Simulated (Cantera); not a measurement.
An adiabatic, constant-pressure homogeneous reactor starts with CH4 : CO : O2 : N2 = 1 : 0.19 : 4.87 : 18.3 (molar parts), at 1225 K and 1.97 atm.

Cantera simulation using GRI-Mech 3.0 (53 species, 325 reactions); the numbers are that mechanism's predictions, not measurements.

Problem. Predict: time of steepest temperature rise; temperature at 1.00 s; equilibrium temperature; x(CO) at 1.00 s; x(O2) at 1.00 s; x(H2) at 1.00 s.

Solution. 
```json
{
 "time_of_steepest_temperature_rise": "11.7 ms",
 "temperature at 1.00 s": "2127 K",
 "equilibrium_temperature": "2126 K",
 "x(CO) at 1.00 s": "0.000374 (gas-phase equilibrium 0.000372)",
 "x(O2) at 1.00 s": "0.110 (gas-phase equilibrium 0.110)",
 "x(H2) at 1.00 s": "0.000124 (gas-phase equilibrium 0.000123)"
}
```
